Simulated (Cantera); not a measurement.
A perfectly stirred reactor is fed with 25.6 % H₂, 15.6 % O₂, 58.7 % N₂, 0.113 % NO, at 1650 Torr; it is adiabatic with a 425 K inlet, and is followed from long to short residence time, starting on the burning branch (τ in s: 0.074, 0.036, 0.018, 0.0089, 0.0044, 0.0022, 0.0011, 0.00054, 0.00027, 0.00013, 6.5e-05, 3.2e-05).

Computed with Cantera and GRI-Mech 3.0 (53 species, 325 reactions). The hydrogen kinetics of GRI-Mech 3.0 are dated; newer H2 mechanisms differ, most at raised pressure. The mechanism lacks 2 NO + O2 → 2 NO2 and HONO, so NO2 and the effect of NO are under-described below about 1400 K.

x: mole fraction; the columns are a selection and need not sum to one.

```
τ (s)    T (K)     x H₂    x O₂     x NO       x H    x NO₂
-------  -----  -------  ------  -------  --------  -------
0.074     2292  0.00234  0.0304  0.00366  0.000321      ___
0.036     2292  0.00246  0.0308  0.00294  0.000346      ___
0.018     2290  0.00268  0.0311  0.00235  0.000391      ___
0.0089    2285  0.00309  0.0313  0.00194  0.000484      ___
0.0044    2275  0.00385  0.0316  0.00169  0.000672      ___
0.0022    2259  0.00513  0.0320  0.00154   0.00104      ___
0.0011    2232  0.00714  0.0325  0.00145   0.00176      ___
0.00054   2190   0.0101  0.0334  0.00138   0.00310      ___
0.00027   2133   0.0139  0.0348  0.00134   0.00536      ___
0.00013   2052   0.0188  0.0369  0.00131   0.00918      ___
6.5e-5    1955   0.0240  0.0396  0.00130    0.0145  4.54e-7
3.2e-5    1837   0.0299  0.0432  0.00128    0.0218  4.28e-7
```

Problem. Fill in the missing entries.

Solution. 
- 0.074, x NO₂: 2.33e-6
- 0.036, x NO₂: 1.89e-6
- 0.018, x NO₂: 1.52e-6
- 0.0089, x NO₂: 1.25e-6
- 0.0044, x NO₂: 1.08e-6
- 0.0022, x NO₂: 9.38e-7
- 0.0011, x NO₂: 8.04e-7
- 0.00054, x NO₂: 6.75e-7
- 0.00027, x NO₂: 5.73e-7
- 0.00013, x NO₂: 4.99e-7
